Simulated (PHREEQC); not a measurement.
Consider water at 25 °C with 0.38 mol K2CO3 and 0.0002 mol H4SiO4 per kg of water. Closed to the air; pH follows from the charge balance.

Model: ion-association model, wateq4f.dat, run in PHREEQC.

### Question
The ionic strength comes out as 1.13 mol/kgw. What activity coefficients do HCO3-, OH-, H2SiO4-2, K+, H3SiO4- get?

### Answer
HCO3- 0.65, OH- 0.57, H2SiO4-2 0.18, K+ 0.59, H3SiO4- 0.59.

Precipitation was switched off in this run. The ionic strength is past about 0.7 mol/kgw, beyond the range of this activity model, so the values are rough. Species that the database lacks are ignored.
